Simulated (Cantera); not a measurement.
An isothermal, constant-pressure homogeneous reactor starts with 56.8 % N2O, 43.2 % N2, at 1500 K and 1.01 bar.

Detailed kinetics in Cantera: GRI-Mech 3.0 (53 species, 325 reactions). GRI-Mech 3.0 was tuned for natural gas; its chemistry of N2O as a main component is partial and can be far from experiment. The temperature is held fixed by assumption; the heat of reaction is taken as removed at once.

Predict: x(N2O) at 7.00 s; x(O2) at 7.00 s; x(NO) at 7.00 s; x(O) at 7.00 s; x(NO2) at 7.00 s; x(N2) at 7.00 s.


```
Item                                                Result
----------------  ----------------------------------------
x(N2O) at 7.00 s   2.58e-6 (gas-phase equilibrium 7.68e-8)
x(O2) at 7.00 s        0.177 (gas-phase equilibrium 0.221)
x(NO) at 7.00 s     0.0873 (gas-phase equilibrium 0.00125)
x(O) at 7.00 s     1.71e-6 (gas-phase equilibrium 1.90e-6)
x(NO2) at 7.00 s  0.000431 (gas-phase equilibrium 6.90e-6)
x(N2) at 7.00 s        0.735 (gas-phase equilibrium 0.778)
```
